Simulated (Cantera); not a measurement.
## Iron carbonyl, mercury and lead vapours: Pb + N2

Feed: 1 mol Pb, 11 mol N2, equilibrated at 777 °C.

Equilibrium computed with Cantera from the NASA thermochemical tables; the gas is ideal and each condensed phase is pure. Candidate condensed phases: Pb; 4 gas species. The numbers say what is thermodynamically allowed, not how fast it happens.

| P (Pa) | x N2 | x Pb | x Pb2 | n Pb(l) |
|---|---|---|---|---|
| 10 | 0.917 | 0.0833 | 9.56e-8 | 0 |
| 42 | 0.917 | 0.0833 | 4.02e-7 | 0 |
| 180 | 0.974 | 0.0258 | 1.66e-7 | 0.708 |
| 750 | 0.994 | 0.00620 | 3.97e-8 | 0.931 |
| 3200 | 0.999 | 0.00145 | 9.32e-9 | 0.984 |
| 13000 | 1.000 | 0.000358 | 2.29e-9 | 0.996 |
| 56000 | 1.000 | 8.31e-5 | 5.32e-10 | 0.999 |
| 240000 | 1.000 | 1.94e-5 | 1.24e-10 | 1.000 |
| 1000000 | 1.000 | 4.65e-6 | 2.98e-11 | 1.000 |
x: gas mole fraction; n: condensed amount in mol.

From 0.000100 bar to 0.000420 bar nothing is condensed. From 0.00180 bar to 10.0 bar the condensed part is Pb(l). The main Pb-bearing gas is Pb throughout.
